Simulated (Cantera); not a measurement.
Input (Python, Cantera) and output of one run.

```python
import numpy as np
import cantera as ct

gas_names = """
    Br Br2 H HBr HO2 H2 H2O H2O2 O OH O2 O3 Si SiBr SiBr2 SiBr3 SiBr4 SiH SiHBr3 SiH2 SiH2Br2 SiH3
    SiH3Br SiH4 SiO SiO2 Si2 Si3
""".split()
cond_names = """
    Br2(cr) Br2(L) H2O(s) H2O(L) Si(cr) Si(L) SiO2(Lqz) SiO2(hqz) SiO2(L)
""".split()


# ... load() reads the species with a 1 bar reference pressure and builds the phases ...
atoms = {
    'SiO2': {'Si': 1, 'O': 2},
    'HBr': {'H': 1, 'Br': 1},
}
top_T = {}  # K; cautious upper limits of use, not melting points


# ... equilibrate(T, P, feed) seeds the gas with the atoms and calls Mixture.equilibrate('TP', solver="vcs", rtol=1e-11, max_steps=5000) ...
results = []
feed = {'SiO2': 1, 'HBr': 38}  # mol
T = 898.15  # K
P = 100000  # Pa
mix = equilibrate(T, P, feed)
results.append((T, P, feed, dict(zip(mix.species_names, mix.species_moles))))
x = sorted(zip(gas.X, gas.species_names), reverse=True)
print(f"T = {T:g} K  P = {P:g} Pa  gas = {mix.phase_moles(0):.4g} mol")
print("   x: " + "  ".join(f"{s} {v:.3e}" for v, s in x if v > 1e-06))
print("   condensed (mol): " + ("  ".join(f"{mix.phase(i).name} {mix.phase_moles(i):.4g}"
      for i in range(1, mix.n_phases) if mix.phase_moles(i) > 1e-12) or "none"))
```

Output:

```
T = 898.15 K  P = 100000 Pa  gas = 38 mol
   x: HBr 9.993e-01  H2 3.282e-04  Br2 3.148e-04  H2O 4.458e-05  Br 2.677e-05  SiBr4 2.229e-05
   condensed (mol): SiO2(hqz) 0.9992
```

These are equilibrium values from Cantera (NASA tables, ideal gas, pure condensed phases), not measurements of a reactor.
